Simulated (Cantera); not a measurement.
Input (Python, Cantera) and output of one run.

```python
import numpy as np
import cantera as ct

gas_names = [...]  # 76 gases of nasa_gas.yaml made of C, H
cond_names = """
    C(gr) C6H6(L) C7H8(L) C8H18(L),n-octa
""".split()


# ... load() reads the species with a 1 bar reference pressure and builds the phases ...
atoms = {
    'n-butane': {'C': 4, 'H': 10},
    'H2': {'H': 2},
}
top_T = {'C(gr)': 4500}  # K; cautious upper limits of use, not melting points


# ... equilibrate(T, P, feed) seeds the gas with the atoms and calls Mixture.equilibrate('TP', solver="vcs", rtol=1e-11, max_steps=5000) ...
results = []
feed = {'n-butane': 1, 'H2': 5.1}  # mol
T = 823  # K
P = 1000  # Pa
mix = equilibrate(T, P, feed)
results.append((T, P, feed, dict(zip(mix.species_names, mix.species_moles))))
x = sorted(zip(gas.X, gas.species_names), reverse=True)
print(f"T = {T:g} K  P = {P:g} Pa  gas = {mix.phase_moles(0):.4g} mol")
print("   x: " + "  ".join(f"{s} {v:.3e}" for v, s in x if v > 0.0001))
print("   condensed (mol): " + ("  ".join(f"{mix.phase(i).name} {mix.phase_moles(i):.4g}"
      for i in range(1, mix.n_phases) if mix.phase_moles(i) > 1e-12) or "none"))
```

Result:

```
T = 823 K  P = 1000 Pa  gas = 10.01 mol
   x: H2 9.908e-01  CH4 9.160e-03
   condensed (mol): C(gr) 3.908
```

Method: chemical equilibrium by Gibbs-energy minimisation in Cantera with the NASA 1993 tables (ideal gas, pure condensed phases).
